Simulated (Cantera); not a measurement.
An adiabatic, constant-volume homogeneous reactor starts with CH₄ : CO : O₂ : N₂ : H₂O = 1 : 0.1 : 1.21 : 13.3 : 2.7 (molar parts), equivalence ratio 1.7, at 1200 K and 4.93 atm. Integrator tolerance rtol = 1e-08.

Computed with Cantera and GRI-Mech 3.0 (53 species, 325 reactions).

### Question
What does this change do: initial temperature 1200 to 1450 K?

### Answer
```csv
quantity,before,after
time of steepest temperature rise,49.6 ms,2.84 ms
temperature at 0.800 s,1910 K,2138 K
equilibrium temperature,1910 K,2138 K
x(CH₄) at 0.800 s,1.66e-10 (gas-phase equilibrium 1.86e-10),3.02e-11 (gas-phase equilibrium 3.43e-11)
x(CO) at 0.800 s,0.0320 (gas-phase equilibrium 0.0320),0.0339 (gas-phase equilibrium 0.0339)
x(O₂) at 0.800 s,2.81e-8 (gas-phase equilibrium 2.81e-8),9.78e-7 (gas-phase equilibrium 9.78e-7)
x(N₂O) at 0.800 s,3.12e-10 (gas-phase equilibrium 3.13e-10),3.24e-9 (gas-phase equilibrium 3.24e-9)
x(NO) at 0.800 s,1.96e-6 (gas-phase equilibrium 2.04e-6),2.23e-5 (gas-phase equilibrium 2.23e-5)
```
